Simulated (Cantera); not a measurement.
Input: 1 mol SiH₂Cl₂, a varied amount of N₂O, held at 1950 K and 0.0133 bar.

These are equilibrium values from Cantera (NASA tables, ideal gas, pure condensed phases), not measurements of a reactor. Candidate condensed phases: H₂O, NH₄Cl, Si, SiO₂, Si₂N₂O, Si₃N₄; 47 gas species. The tables hold silica as quartz up to 1696 K and as liquid above; real silica turns to tridymite and cristobalite and melts near 1996 K. The numbers say what is thermodynamically allowed, not how fast it happens.

Task: Which condensed phases are stable at each of these points (n(N₂O) (mol)): 0.64, 1.1, 1.7, 2.8, 4.7, 7.6, 13, 21?

Result: 
| n(N₂O) (mol) | condensed phases | Si condensed (%) |
|---|---|---|
| 0.64 | gas only | 0.0 |
| 1.1 | SiO₂(condensed) | 12.5 |
| 1.7 | SiO₂(condensed) | 70.2 |
| 2.8 | SiO₂(condensed) | 100.0 |
| 4.7 | SiO₂(condensed) | 100.0 |
| 7.6 | SiO₂(condensed) | 100.0 |
| 13 | SiO₂(condensed) | 100.0 |
| 21 | SiO₂(condensed) | 99.9 |

At 0.64 mol N₂O nothing is condensed. From 1.1 mol N₂O to 21 mol N₂O the condensed part is SiO₂(condensed).
